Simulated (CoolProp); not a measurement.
Propane at 298.15 K and 1.8 MPa flows at 4.3 m/s in a round tube of 6 mm bore and 15 µm roughness, fully developed (64/Re and Nu = 3.66 if laminar; Colebrook and Gnielinski if turbulent). Each further row changes one setting.

Model: reference Helmholtz-energy equation of state, Lemmon 2009, in CoolProp.

```csv
case,Reynolds number,Darcy friction factor,pressure drop (Pa/m),heat-transfer coefficient (W/(m² K)),mass flow (kg/h)
as stated,129000,0.0260,19900,10800,[?]
velocity 8.6 m/s,258000,0.0255,77700,21300,433
diameter 12 mm,258000,0.0217,[?],9360,[?]
```

### Question
Complete the blanks.

### Answer

- as stated, mass flow (kg/h): 217
- diameter 12 mm, pressure drop (Pa/m): 8280
- diameter 12 mm, mass flow (kg/h): 867

Viscosity comes from a separate model (Vogel 1998). Thermal conductivity comes from a separate model (Marsh 2002).
